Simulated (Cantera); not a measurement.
Charge: 1 mol PbO, 0.61 mol CO, 1.1 mol N₂, at 1023.15 K.

These are equilibrium values from Cantera (NASA tables, ideal gas, pure condensed phases), not measurements of a reactor. Candidate condensed phases: C, Pb, PbO, PbO₂, Pb₃O₄; 27 gas species. Mutual solubility and eutectic melting of coexisting phases are not modelled. The numbers say what is thermodynamically allowed, not how fast it happens.

Task: What share of the Pb ends up in condensed phases as a function of P (Pa), at 10, 52, 270, 1400, 7200, 37000, 190000, 1000000?

Result: 
| P (Pa) | Pb condensed (%) | as |
|---|---|---|
| 10 | 37.5 | PbO(yellow) |
| 52 | 90.5 | Pb(l) + PbO(yellow) |
| 270 | 98.2 | Pb(l) + PbO(yellow) |
| 1400 | 99.7 | Pb(l) + PbO(yellow) |
| 7200 | 99.9 | Pb(l) + PbO(yellow) |
| 37000 | 100.0 | Pb(l) + PbO(yellow) |
| 190000 | 100.0 | Pb(l) + PbO(yellow) |
| 1000000 | 100.0 | Pb(l) + PbO(yellow) |
